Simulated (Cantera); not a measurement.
Feed: 1 mol PbO, 8.1 mol N₂, 0.11 mol H₂, at 101000 Pa.

Equilibrium computed with Cantera from the NASA thermochemical tables; the gas is ideal and each condensed phase is pure. Candidate condensed phases: H₂O, Pb, PbO, PbO₂, Pb₃O₄; 27 gas species. Each liquid is taken as pure. Mutual solubility and eutectic melting of coexisting phases are not modelled. Gases not in the tables: (PbO)n polymers. Rates play no part.

At 1423 K, list the 5 most abundant gas species with their mole fractions, and the condensed phases.

N₂ 0.973, H₂O 0.0132, Pb 0.0111, PbO 0.00308, H₂ 1.06e-5. Condensed: Pb(l) + PbO(l).
